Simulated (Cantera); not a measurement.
Feed: 1 mol Si, 2.4 mol HCl, 1.3 mol H2, at 725 K and 1.00 bar.

These are equilibrium values from Cantera (NASA tables, ideal gas, pure condensed phases), not measurements of a reactor. Candidate condensed phases: Si; 19 gas species. The tables' values for SiCl3 are old estimates; treat these amounts as uncertain. Kinetics and transport are ignored.

Base state: H2 0.782, SiCl4 0.140, SiHCl3 0.0743, SiH2Cl2 0.00275, HCl 0.000455, SiH3Cl 2.22e-5, SiCl3 1.09e-5 (mole fractions); condensed: Si(s).

Problem. What changes in the equilibrium state with this change: temperature from 725 K to 1248.15 K?

Solution. 
```tsv
species	before	after
H2	0.782	0.740
SiCl4	0.140	0.119
HCl	0.000455	0.0582
SiHCl3	0.0743	0.0535
SiCl2	2.09e-7	0.0115
SiCl3	1.09e-5	0.0138
SiH3Cl	2.22e-5	5.50e-5
SiH2Cl2	0.00275	0.00326
Si(s), mol	0.340	0.370
```

Problem. What changes in the equilibrium state with this change: Si replaced by SiCl4?

Solution. 
```
species       before    after
----------  --------  -------
HCl         0.000455    0.511
H2             0.782    0.277
SiCl4          0.140    0.213
SiHCl3        0.0743  3.55e-5
SiH2Cl2      0.00275    <1e-9
SiH3Cl       2.22e-5    <1e-9
SiCl3        1.09e-5  8.80e-9
Si(s), mol     0.340        0
```
